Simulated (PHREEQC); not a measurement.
Na2S is added in steps, without added water, to 1 kg of water holding 0.032 mol/kgw H3PO4, 0.001 mol/kgw K2HPO4 and 0.041 mol/kgw NaCl, at 60 °C. No oxygen is let in. The system is closed to CO2. Only these solids could form: Halite.

Base run: PHREEQC, ion-association model, wateq4f.dat. Each further column changes one thing. The table gives H3PO4 (mol/kgw).

```
Na2S added (mol)      base  Davies equation for every ion  Debye-Hückel limiting law  all activity coefficients set to 1  metal-ligand complexes left out
----------------  --------  -----------------------------  -------------------------  ----------------------------------  -------------------------------
0                   0.0202                         0.0199                     0.0192                              0.0218                           0.0202
0.003075            0.0172                         0.0170                     0.0163                              0.0187                           0.0172
0.00615             0.0137                         0.0135                     0.0130                                 [?]                           0.0137
0.009225           0.00963                        0.00951                    0.00912                              0.0104                          0.00963
0.0123             0.00510                        0.00504                    0.00483                             0.00546                          0.00510
0.01537           0.000337                       0.000333                   0.000332                            0.000333                         0.000334
0.01845            8.30e-6                        8.15e-6                    8.95e-6                             6.72e-6                          8.08e-6
0.02255            2.86e-6                        2.79e-6                    3.05e-6                                 [?]                          2.79e-6
0.02562            1.69e-6                        1.65e-6                    1.79e-6                             1.39e-6                          1.65e-6
0.0287             1.09e-6                        1.06e-6                    1.14e-6                                 [?]                          1.07e-6
0.03177            7.29e-7                        7.06e-7                    7.53e-7                             6.06e-7                          7.16e-7
0.03485            4.97e-7                        4.80e-7                    5.05e-7                             4.16e-7                          4.89e-7
0.03793            3.40e-7                        3.27e-7                    3.39e-7                             2.86e-7                          3.35e-7
0.041              2.30e-7                        2.21e-7                    2.25e-7                                 [?]                          2.27e-7
```

Q: Some entries are withheld; supply them.

A: 
- 0.00615, all activity coefficients set to 1: 0.0148
- 0.02255, all activity coefficients set to 1: 2.33e-6
- 0.0287, all activity coefficients set to 1: 8.98e-7
- 0.041, all activity coefficients set to 1: 1.95e-7

The polysulfide entries of wateq4f.dat were taken out for this run. H3PO4, which wateq4f.dat lacks, is added to it with the constant of phreeqc.dat. At this temperature some constants are extrapolated from 25 °C, and those without enthalpy data are left unchanged.
